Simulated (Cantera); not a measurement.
Si2H6 + Cl2 + H2 (silicon epitaxy and polysilicon growth)

Input: 1 mol Si2H6, 0.41 mol Cl2, 230 mol H2, at 1175 K and 10.0 mbar.

These are equilibrium values from Cantera (NASA tables, ideal gas, pure condensed phases), not measurements of a reactor. Candidate condensed phases: Si; 19 gas species. The feed counts by its element totals alone. Equilibrium is a limit: real reactors are often held back by kinetics, nucleation or transport.

```json
{
 "x(H2)": "0.997",
 "x(HCl)": "0.00346",
 "x(SiCl2)": "2.73e-5",
 "x(H)": "1.22e-6",
 "n(Si(s))": "1.99 mol",
 "gas_amount": "233.4 mol"
}
```
